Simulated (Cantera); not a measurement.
Charge: 1 mol CCl4, 2.2 mol H2, at 527 °C and 1330 Pa.

Method: chemical equilibrium by Gibbs-energy minimisation in Cantera with the NASA 1993 tables (ideal gas, pure condensed phases). Candidate condensed phases: C, C6H6, C7H8, C8H18; 91 gas species. Rates play no part.

Base state: HCl 0.952, H2 0.0475, CH4 4.05e-5 (mole fractions); condensed: C(graphite).

What changes in the equilibrium state with this change: CCl4 replaced by C2F6?


```
species            before   after
----------------  -------  ------
HF                      0   0.917
CF4                     0  0.0833
HCl                 0.952       0
H2                 0.0475   <1e-9
CH4               4.05e-5   <1e-9
C(graphite), mol    1.000    1.60
```
The feed counts by its element totals alone. Condensed phases not in the tables: fluorocarbon polymer. Gases not in the tables: C2F6 and larger saturated fluorocarbons.
